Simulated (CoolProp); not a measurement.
The numbers come from the reference Helmholtz-energy equation of state, Guder 2009 in CoolProp.

For sulfur hexafluoride, give the phase and the viscosity (µPa s) at 351.85 °C and 0.0594 MPa; 351.85 °C and 18.8 MPa.


- 351.85 °C and 0.0594 MPa: gas; viscosity 28.5
- 351.85 °C and 18.8 MPa: supercritical; viscosity 40.9

Viscosity comes from a separate model (Quiñones-Cisneros 2012).
